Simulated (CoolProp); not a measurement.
Vapour-liquid equilibrium of m-xylene (1) + n-nonane (2) at 0.00136 MPa; x and y are mole fractions of (1).

Computed with CoolProp (multi-fluid Helmholtz-energy mixture model, Zhou 2012 and Lemmon 2006; pair parameters Bell 2016).

Question: Give the bubble temperature and the first vapour's composition at x = 0.05, 0.15, 0.55. Is there an azeotrope?

Answer: x = 0.05: 310.9 K, y = 0.129; x = 0.15: 308.5 K, y = 0.316; x = 0.55: 303.5 K, y = 0.687. No azeotrope shows between x = 0.05 and 0.95.

Pair parameters are fitted to limited data, so mixtures are less certain than the pure fluids.
